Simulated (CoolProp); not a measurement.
Dodecamethylpentasiloxane (MD3M) at several states: fugacity coefficient from the reference equation and from simpler models built on Tc = 628.0 K, pc = 0.9540 MPa, ω = 0.730; each cubic takes its own stable root.

Computed with CoolProp (reference Helmholtz-energy equation of state, Thol 2019).

```
T (K)  p (MPa)   phase  reference  van der Waals  Soave-Redlich-Kwong  Peng-Robinson
-----  -------  ------  ---------  -------------  -------------------  -------------
585.3     1.49  liquid     0.2875         0.4252                  ___         0.2933
258.7     1.22  liquid   8.535e-8       0.007952             1.483e-7            ___
374.8   0.0101  liquid     0.1252         0.9897                  ___         0.1464
214.4   0.0604  liquid        ___        0.01989             2.505e-9       5.687e-9
```

Q: Complete the blanks.

A: 
- 585.3, Soave-Redlich-Kwong: 0.3064
- 258.7, Peng-Robinson: 2.362e-7
- 374.8, Soave-Redlich-Kwong: 0.1296
- 214.4, reference: 8.154e-10

At some of these states van der Waals gives the other phase, because its saturation line lies elsewhere.
